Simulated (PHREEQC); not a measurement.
Synthetic water in mmol/kgw, 25 °C, pH 3.65, pe 11.5: Na 31.9; K 0.644; Ca 14.7; Mg 7.59; Cl 8.86; S(6) 34.4; Al 0.162; Sr 0.0228; Cd 1.14.

Valence states are taken as typed.

Model: ion-association model, phreeqc.dat, run in PHREEQC.

This is a speciation only: nothing precipitates in the calculation.

Problem. Predict the ionic strength, charge-balance error.

Solution. ionic strength 0.0949 mol/kgw; charge-balance error 2.4 %.

Problem. In which forms is Cd present?

Solution. Cd+2 40 %, CdSO4 37 %, CdCl+ 12 %, Cd(SO4)2-2 9.7 % of the Cd.

Examples of supersaturated solids here: Gypsum. Others may be too.
